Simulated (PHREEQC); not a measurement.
A solution holds 0.0049 mol AgF per kg of water, at 25 °C. Closed to the air; pH follows from the charge balance.

The numbers come from PHREEQC with the ion-association model, wateq4f.dat.

Each row changes one thing in this solution. Precipitation was switched off in this run.

```csv
case,pH,AgF (mol/kgw),HF (mol/kgw),AgOH (mol/kgw),HF2- (mol/kgw),SI of Ag2O (Ag2O)
as made,7.36,4.64e-5,2.96e-7,1.02e-7,5.52e-9,-2.56
0.00021 mol/kgw H3PO4 added,4.56,4.46e-5,0.000177,1.65e-10,3.18e-6,-8.15
temperature from 25 to 60 °C,7.07,2.80e-5,1.12e-6,5.28e-8,2.40e-8,-2.33
AgF from 0.0049 to 0.00539 mol/kgw,7.37,5.56e-5,3.16e-7,1.15e-7,6.47e-9,-2.46
diluted 5-fold with water,7.17,2.04e-6,9.61e-8,1.39e-8,3.61e-10,-4.29
```

Complexes and solids missing from the database can't appear. H3PO4, which wateq4f.dat lacks, is added to it with the constant of phreeqc.dat. Away from 25 °C the constants follow the database's enthalpies or fits; those with neither stay at their 25 °C values. The database has no phosphate complexes of Ag.
